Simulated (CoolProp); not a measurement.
The fluid at 293.15 K and 5.29 MPa (liquid) is heated at constant pressure to 477.9 K. The same conditions are run with several fluids, on thermodynamics alone (safety and materials aside).

Computed with CoolProp (reference Helmholtz-energy equation of state of each fluid (sulfur dioxide: Gao 2016; n-hexane: Thol 2019; R507A: Lemmon 2003)). Blends and air are pseudo-pure fits.

```
fluid           heat (kJ/kg)  final phase  final density (kg/m³)
--------------  ------------  -----------  ---------------------
sulfur dioxide           451          gas                    104
n-hexane                 495       liquid                    464
R507A                      …            …                      …
```

Q: What belongs in the gaps?

A: 
- R507A, heat (kJ/kg): 323
- R507A, final phase: supercritical
- R507A, final density (kg/m³): 154
